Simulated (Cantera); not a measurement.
# Fe2O3 + H2O + N2 (chemical vapour transport)

A closed system holds: 1 mol Fe2O3, 0.15 mol H2O, 0.34 mol N2, held at 13.3 mbar.

Method: chemical equilibrium by Gibbs-energy minimisation in Cantera with the NASA 1993 tables (ideal gas, pure condensed phases). Candidate condensed phases: Fe, FeO, Fe(OH)2, Fe(OH)3, Fe2O3, Fe3O4, H2O; 27 gas species. Mutual solubility and eutectic melting of coexisting phases are not modelled. Equilibrium is a limit: real reactors are often held back by kinetics, nucleation or transport.

From 923 K to 1123 K the condensed part is Fe2O3(s). From 1223 K to 1423 K the condensed part is Fe2O3(s) + Fe3O4(s). From 1523 K to 1723 K the condensed part is Fe3O4(s).

```
T (K)  log p N2  log p H2O  log p O2  log p NO  log p OH  log p O  log p H2  log p H  n Fe2O3(s)  n Fe3O4(s)
-----  --------  ---------  --------  --------  --------  -------  --------  -------  ----------  ----------
923       -2.03      -2.39     -9.24    -10.15    -10.48     <-13     -8.91     <-13        1.00           0
1023      -2.03      -2.39     -8.33     -9.19     -9.36   -13.67     -7.99   -12.38        1.00           0
1123      -2.03      -2.39     -7.58     -8.40     -8.43   -12.15     -7.24   -10.99        1.00           0
1223      -2.03      -2.39     -5.97     -7.25     -7.41   -10.38     -7.10   -10.07       1.000    0.000157
1323      -2.03      -2.39     -4.45     -6.19     -6.50    -8.80     -7.05    -9.33       0.992     0.00524
1423      -2.06      -2.41     -3.16     -5.30     -5.74    -7.45     -7.03    -8.69       0.836       0.109
1523      -2.16      -2.52     -2.47     -4.79     -5.23    -6.49     -6.87    -8.07           0       0.667
1623      -2.16      -2.52     -2.47     -4.60     -4.88    -5.96     -6.34    -7.33           0       0.667
1723      -2.16      -2.52     -2.47     -4.43     -4.58    -5.48     -5.88    -6.68           0       0.667
```
log p: log10 of the partial pressure in bar; n: condensed amount in mol.
